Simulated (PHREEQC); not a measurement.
# Nickel, zinc or cadmium bath

A solution holds 4.2 mmol/kgw CdCl2 and 93 mmol/kgw Na2SO4, at 20 °C. It is in equilibrium with CO2 at log p = -2 (atm). Otherwise closed; pH follows from the charge balance.

The numbers come from PHREEQC with the ion-association model, phreeqc.dat.

Each row changes one thing in this solution. This is a speciation only: nothing precipitates in the calculation.

| case | pH | ionic strength (mol/kgw) | CO2 (mol/kgw) | HCO3- (mol/kgw) | (CO2)2 (mol/kgw) |
|---|---|---|---|---|---|
| as made | 5.09 | 0.247 | 0.000370 | 2.73e-5 | 2.24e-9 |
| Na2SO4 from 0.093 to 0.0186 mol/kgw | 4.98 | 0.0577 | 0.000387 | 1.90e-5 | 2.34e-9 |
| diluted 2-fold with water | 5.05 | 0.129 | 0.000380 | 2.36e-5 | 2.31e-9 |
| CdCl2 from 0.0042 to 0.0021 mol/kgw | 5.10 | 0.246 | 0.000370 | 2.76e-5 | 2.25e-9 |
| diluted 10-fold with water | 4.96 | 0.0276 | 0.000389 | 1.74e-5 | 2.36e-9 |
| diluted 5-fold with water | 5.00 | 0.0539 | 0.000387 | 1.96e-5 | 2.35e-9 |
| CdCl2 replaced by FeCl3 at the same molality | 3.51 | 0.248 | 0.000370 | 7.14e-7 | 2.24e-9 |
| Na2SO4 left out | 4.88 | 0.00997 | 0.000391 | 1.36e-5 | 2.37e-9 |
| temperature from 20 to 70 °C | 5.46 | 0.243 | 0.000135 | 2.80e-5 | 1.11e-9 |

Some of these states are supersaturated (in Fe(OH)3(a), Hematite (slow to form), for instance). At this temperature some constants are extrapolated from 25 °C, and those without enthalpy data are left unchanged.
